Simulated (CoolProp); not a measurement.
A closed Brayton cycle with carbon dioxide: compressor inlet 313.15 K and 8.2 MPa, high pressure 24.5 MPa, turbine inlet 955 K, compressor efficiency 0.8, turbine efficiency 0.93, recuperator effectiveness 0 (on enthalpy, no pinch check). Each further row changes one setting.

Model: reference Helmholtz-energy equation of state, Span 1996, in CoolProp.

| case | thermal efficiency (%) | net work (kJ/kg) | compressor to turbine work | compressor exit (K) | turbine exit (K) |
|---|---|---|---|---|---|
| as stated | 16.5 | 125 | 0.28 | 390.1 | 807.6 |
| turbine inlet 905 K | [?] | 115 | [?] | 390.1 | [?] |
| compressor inlet 323.15 K | [?] | [?] | 0.35 | 415.8 | 807.6 |
| high pressure 20.8 MPa | 14.3 | 110 | 0.26 | [?] | 828.9 |
| recuperator effectiveness 0.5 | [?] | 125 | 0.28 | 390.1 | 807.6 |

Complete the blanks.


- turbine inlet 905 K, thermal efficiency (%): 16.6
- turbine inlet 905 K, compressor to turbine work: 0.29
- turbine inlet 905 K, turbine exit (K): 762.7
- compressor inlet 323.15 K, thermal efficiency (%): 16.0
- compressor inlet 323.15 K, net work (kJ/kg): 113
- high pressure 20.8 MPa, compressor exit (K): 378.2
- recuperator effectiveness 0.5, thermal efficiency (%): 24.3
